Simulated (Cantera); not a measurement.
Input (Python, Cantera) and output of one run.

```python
import numpy as np
import cantera as ct

gas_names = """
    C CH CH2 CH3 CH2OH CH3O CH4 CH3OH CO CO2 COOH C2 C2H CHCO,ketyl C2H2,acetylene C2H2,vinylidene
    CH2CO,ketene C2H3,vinyl CH3CO,acetyl C2H4 C2H4O,ethylen CH3CHO,ethanal CH3COOH (HCOOH)2 C2H5 C2H6
    CH3OCH3 C2H5OH C2O C3 C3H3,propargyl C3H4,allene C3H4,propyne C3H4,cyclo- C3H5,allyl C3H6,propylene
    C3H6,cyclo- C3H6O C3H7,n-propyl C3H7,i-propyl C3H8 C3H8O,1propanol C3H8O,2propanol C3O2 C4 C4H2
    C4H4,1,3-cyclo- C4H6,butadiene C4H6,2-butyne C4H6,cyclo- C4H8,1-butene C4H8,cis2-buten
    C4H8,tr2-butene C4H8,isobutene C4H8,cyclo- (CH3COOH)2 C4H9,n-butyl C4H9,i-butyl C4H9,s-butyl
    C4H9,t-butyl C4H10,isobutane C4H10,n-butane C5 C5H6,1,3cyclo- C5H8,cyclo- C5H10,1-pentene
    C5H10,cyclo- C5H11,pentyl C5H11,t-pentyl C5H12,n-pentane C5H12,i-pentane CH3C(CH3)2CH3 C6H2
    C6H5,phenyl C6H5O,phenoxy C6H6 C6H5OH,phenol C6H10,cyclo- C6H12,1-hexene C6H12,cyclo- C6H13,n-hexyl
    C7H7,benzyl C7H8 C7H8O,cresol C7H14,1-heptene C7H15,n-heptyl C7H16,n-heptane C8H8,styrene
    C8H10,ethylbenz C8H16,1-octene C8H17,n-octyl C8H18,isooctane C8H18,n-octane C9H19,n-nonyl
    C10H8,naphthale C10H21,n-decyl C12H9,o-bipheny C12H10,bipheny H HCO HO2 H2 HCHO,formaldehy HCOOH H2O
    H2O2 O OH O2 O3
""".split()
cond_names = """
    C(gr) C6H6(L) C7H8(L) C8H18(L),n-octa H2O(s) H2O(L)
""".split()


def load(file, names, dense=False):
    # The tables refer to 1 bar. Condensed volumes are neglected.
    table = {s.name: s for s in ct.Species.list_from_file(file)}
    out = []
    for n in names:
        d = dict(table[n].input_data)
        d["thermo"] = dict(d["thermo"], **{"reference-pressure": 1e5})
        if dense:
            d["equation-of-state"] = {"model": "constant-volume", "density": "1e6 g/cm^3"}
        out.append(ct.Species.from_dict(d))
    return out


gas = ct.Solution(thermo="ideal-gas", species=load("nasa_gas.yaml", gas_names))
cond = {s.name: ct.Solution(thermo="fixed-stoichiometry", species=[s], name=s.name)
        for s in load("nasa_condensed.yaml", cond_names, dense=True)}
atoms = {
    'CO': {'C': 1, 'O': 1},
    'H2O': {'H': 2, 'O': 1},
}
top_T = {'C(gr)': 4500}  # K; cautious upper limits of use, not melting points


def equilibrate(T, P, feed):
    n = {}
    for name, mol in feed.items():
        for a, k in atoms[name].items():
            n[a] = n.get(a, 0.0) + k * mol
    gas.TPX = T, P, n
    mass = sum(n.values()) * gas.mean_molecular_weight
    gas.equilibrate("TP")
    valid = [c for c in cond.values() if c.min_temp <= T <= top_T.get(c.name, c.max_temp)]
    mix = ct.Mixture([(gas, mass / gas.mean_molecular_weight)] + [(c, 0.0) for c in valid])
    mix.T, mix.P = T, P
    mix.equilibrate("TP", solver="vcs", rtol=1e-11, max_steps=5000)
    return mix


results = []
T = 550  # K
P = 100000  # Pa
for m in [0.021, 0.074, 0.13, 0.18, 0.23, 0.29, 0.34, 0.39, 0.45, 0.5]:
    feed = {'CO': 1, 'H2O': m}  # mol
    mix = equilibrate(T, P, feed)
    results.append((T, P, feed, dict(zip(mix.species_names, mix.species_moles))))

top = {s: max(r[3][s] / sum(r[3][g] for g in gas_names) for r in results) for s in gas_names}
cols = sorted((s for s in top if top[s] > 1e-05), key=lambda s: -top[s])[:6]
seen = [c for c in cond_names if any(r[3].get(c, 0) > 1e-12 for r in results)]
print("log10 of partial pressures in bar; condensed amounts in mol")
print(f"{'n(H2O)':>10s}" + "".join(f"{s[:9]:>10s}" for s in cols + seen))
for T, P, feed, n in results:
    ng = sum(n[g] for g in gas_names)
    print(f"{feed['H2O']:10.4g}" + "".join(f"{np.log10(max(n[s] / ng * P / 1e5, 1e-99)):10.3f}" for s in cols)
          + "".join(f"{n.get(c, 0):10.4g}" for c in seen))
```

Result:

```
log10 of partial pressures in bar; condensed amounts in mol
    n(H2O)       CO2       H2O       CH4        H2        CO     C(gr)
     0.021    -0.018    -1.405    -3.778    -3.202    -3.576    0.4996
     0.074    -0.059    -0.910    -2.746    -2.686    -3.597    0.4973
      0.13    -0.098    -0.715    -2.317    -2.472    -3.616    0.4928
      0.18    -0.128    -0.614    -2.085    -2.356    -3.631    0.4872
      0.23    -0.156    -0.545    -1.920    -2.273    -3.645    0.4804
      0.29    -0.187    -0.487    -1.773    -2.200    -3.660    0.4707
      0.34    -0.209    -0.451    -1.677    -2.152    -3.672    0.4615
      0.39    -0.230    -0.422    -1.599    -2.113    -3.682    0.4515
      0.45    -0.253    -0.395    -1.522    -2.074    -3.694    0.4385
       0.5    -0.271    -0.376    -1.467    -2.047    -3.702    0.4269
```

Method: chemical equilibrium by Gibbs-energy minimisation in Cantera with the NASA 1993 tables (ideal gas, pure condensed phases).
